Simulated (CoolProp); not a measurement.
The fluoroketone C6F12O (FK-5-1-12) along the isotherm 500 K: fugacity coefficient from the reference equation and from simpler models built on Tc = 441.8 K, pc = 1.869 MPa, ω = 0.471; each cubic takes its own stable root.

Model: reference Helmholtz-energy equation of state, McLinden 2015, in CoolProp.

```
p (MPa)          phase  reference
-------  -------------  ---------
0.0591             gas     0.9930
0.092              gas     0.9892
0.143              gas     0.9832
0.223              gas     0.9740
0.347              gas     0.9597
0.541              gas     0.9378
0.842              gas     0.9045
1.31               gas     0.8541
2.04     supercritical     0.7786
3.18     supercritical     0.6693
4.95     supercritical     0.5402
7.71     supercritical     0.4423
12       supercritical     0.3911
18.7     supercritical     0.3924
```

**Question.** How far does each simpler model (van der Waals, Redlich-Kwong, Soave-Redlich-Kwong, Peng-Robinson) lie from the reference over these 14 states: mean and median of the absolute difference, and the worst?

**Answer.** 
- van der Waals: mean 2.9 %, median 0.4 %, worst +18.2 % at 500 K and 18.7 MPa
- Redlich-Kwong: mean 2.5 %, median 1.3 %, worst -6.4 % at 500 K and 4.95 MPa
- Soave-Redlich-Kwong: mean 3.2 %, median 0.6 %, worst +13.8 % at 500 K and 18.7 MPa
- Peng-Robinson: mean 0.9 %, median 0.6 %, worst -3.0 % at 500 K and 18.7 MPa
